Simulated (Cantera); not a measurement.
A freely propagating, adiabatic, planar premixed flame of 5.31 % CH₄, 2.34 % C₂H₆, 0.850 % C₃H₈, 19.2 % O₂, 72.3 % N₂, equivalence ratio 1.2, unburnt at 400 K and 0.420 bar; mixture-averaged transport, grid criteria slope 0.08 and curve 0.16, no radiation.

Detailed kinetics in Cantera: GRI-Mech 3.0 (53 species, 325 reactions). Burning velocities carry a grid error of a few per cent, more on coarse grids.

x: mole fraction of selected species; z is measured from the peak of heat release.

```csv
z (mm),T (K),u (m/s),x CH₄,x C₂H₆,x C₃H₈,x CH₂CO,x H,x O
-2.23,400,0.759,0.0531,0.0234,0.00849,<1e-8,<1e-8,<1e-8
-1.49,401,0.763,0.0529,0.0233,0.00847,2.07e-8,<1e-8,<1e-8
-1.12,408,0.778,0.0525,0.0232,0.00844,2.15e-7,<1e-8,<1e-8
-0.743,475,0.916,0.0502,0.0226,0.00830,6.61e-6,2.44e-7,1.87e-8
-0.372,941,1.87,0.0369,0.0165,0.00592,0.000182,9.76e-5,4.28e-6
-0.186,1378,2.80,0.0224,0.00696,0.00186,0.000548,0.000930,8.42e-5
0,1756,3.62,0.00683,0.000452,4.23e-5,0.000475,0.00456,0.000657
0.186,1922,3.97,(withheld),(withheld),(withheld),(withheld),(withheld),(withheld)
0.372,1964,4.05,5.15e-5,<1e-8,<1e-8,5.15e-6,0.0121,0.00255
0.743,1989,4.08,1.70e-7,<1e-8,<1e-8,1.35e-8,0.0134,0.00265
1.49,2016,4.12,<1e-8,<1e-8,<1e-8,<1e-8,0.0127,0.00233
2.97,2052,4.18,<1e-8,<1e-8,<1e-8,<1e-8,0.0108,0.00188
5.95,2098,4.26,<1e-8,<1e-8,<1e-8,<1e-8,(withheld),(withheld)
```

Problem. What belongs in the gaps?

Solution. 
- 0.186, x CH₄: 0.000806
- 0.186, x C₂H₆: 2.59e-6
- 0.186, x C₃H₈: 3.08e-8
- 0.186, x CH₂CO: 8.18e-5
- 0.186, x H: 0.00926
- 0.186, x O: 0.00182
- 5.95, x H: 0.00832
- 5.95, x O: 0.00131
